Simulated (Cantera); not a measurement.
## HI + H2O + H2 (abatement and gas-phase synthesis)

Input: 1 mol HI, 0.06 mol H2O, 0.32 mol H2, at 13300 Pa.

Method: chemical equilibrium by Gibbs-energy minimisation in Cantera with the NASA 1993 tables (ideal gas, pure condensed phases). Candidate condensed phases: H2O, I2; 25 gas species. Ions and electrons are included (thermal ionisation). Equilibrium is a limit: real reactors are often held back by kinetics, nucleation or transport.

From 2000 K to 5000 K nothing is condensed.

```tsv
T (K)	x H	x I	x H2	x HI	x H2O	x O
2000	0.00287	0.480	0.415	0.0679	0.0330	1.15e-7
2250	0.0131	0.499	0.416	0.0398	0.0322	3.32e-6
2500	0.0435	0.502	0.398	0.0247	0.0309	5.01e-5
2750	0.111	0.490	0.353	0.0155	0.0275	0.000465
3000	0.226	0.462	0.274	0.00938	0.0199	0.00276
3250	0.370	0.423	0.177	0.00525	0.00885	0.00915
3500	0.492	0.389	0.0926	0.00277	0.00211	0.0160
3750	0.564	0.370	0.0422	0.00145	0.000361	0.0193
4000	0.598	0.361	0.0187	0.000784	6.13e-5	0.0205
4250	0.612	0.358	0.00866	0.000449	1.17e-5	0.0209
4500	0.618	0.356	0.00426	0.000271	2.61e-6	0.0211
4750	0.621	0.355	0.00224	0.000172	6.73e-7	0.0212
5000	0.622	0.355	0.00125	0.000114	1.97e-7	0.0212
```
x: gas mole fraction; nothing condenses.
